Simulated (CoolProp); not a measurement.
Vapour-liquid equilibrium of toluene (1) + ethylbenzene (2) at 156.65 °C; x and y are mole fractions of (1).

Model: multi-fluid Helmholtz-energy mixture model, Lemmon 2006 and Zhou 2012; pair parameters Bell 2016, in CoolProp.

```
x     bubble pressure, mixture model (bar)  bubble pressure, Raoult's law (bar)  y, mixture model  y, Raoult's law
----  ------------------------------------  -----------------------------------  ----------------  ---------------
0.05                                 1.779                                1.778             0.087            0.090
0.15                                 1.923                                1.927             0.239            0.249
0.25                                 2.063                                2.076             0.369            0.385
0.35                                 2.201                                2.225             0.483            0.502
0.45                                 2.342                                2.374             0.587            0.605
0.55                                 2.485                                2.523             0.680            0.696
0.65                                 2.634                                2.672             0.765            0.777
0.75                                 2.787                                2.821             0.842            0.849
0.85                                 2.946                                2.970             0.911            0.914
0.95                                 3.110                                3.119             0.972            0.973
```

The largest gap from Raoult's law is -1.5 % in bubble pressure, at x = 0.55. No azeotrope shows between x = 0.05 and 0.95.

Pair parameters are fitted to limited data, so mixtures are less certain than the pure fluids.
